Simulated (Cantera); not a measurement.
A freely propagating, adiabatic, planar premixed flame of 15.5 % CH₃OH, 16.6 % O₂, 68.0 % N₂, unburnt at 448 K and 101000 Pa; mixture-averaged transport, grid criteria slope 0.08 and curve 0.16, no radiation.

Detailed kinetics in Cantera: GRI-Mech 3.0 (53 species, 325 reactions). GRI-Mech 3.0 was tuned for natural gas; its chemistry of methanol as a main component is partial and can be far from experiment. Burning velocities carry a grid error of a few per cent, more on coarse grids.

x: mole fraction of selected species; z is measured from the peak of heat release.

```tsv
z (mm)	T (K)	u (m/s)	x CH₃OH	x O₂	x H	x NO₂	x C₂H₄	x H₂O
-0.790	448	0.832	0.154	0.165	<1e-8	<1e-8	<1e-8	7.95e-5
-0.527	452	0.845	0.153	0.164	<1e-8	<1e-8	<1e-8	0.000836
-0.395	466	0.878	0.151	0.161	<1e-8	<1e-8	1.88e-8	0.00340
-0.263	550	1.06	0.144	0.153	<1e-8	4.94e-8	1.75e-7	0.0169
-0.132	923	1.86	0.106	0.119	1.69e-6	2.35e-7	1.45e-6	0.0702
-0.0659	1280	2.67	0.0596	0.0845	9.43e-5	2.25e-7	3.29e-6	0.119
0	1641	3.55	0.0103	0.0480	0.00205	3.81e-8	5.84e-6	0.171
0.0659	1777	3.87	___	___	___	<1e-8	___	0.198
0.132	1818	3.95	___	___	___	<1e-8	___	0.209
0.263	1862	4.02	<1e-8	0.00440	0.0145	<1e-8	<1e-8	0.213
0.527	1908	4.09	<1e-8	0.00196	0.0130	<1e-8	<1e-8	0.212
1.05	1954	4.18	<1e-8	0.00114	0.00991	<1e-8	<1e-8	0.214
2.11	1997	4.26	<1e-8	0.000563	0.00661	<1e-8	<1e-8	0.217
```

### Question
What belongs in the gaps?

### Answer

- 0.0659, x CH₃OH: 0.000200
- 0.0659, x O₂: 0.0258
- 0.0659, x H: 0.00797
- 0.0659, x C₂H₄: 2.29e-6
- 0.132, x CH₃OH: 9.70e-7
- 0.132, x O₂: 0.0131
- 0.132, x H: 0.0123
- 0.132, x C₂H₄: 2.05e-7
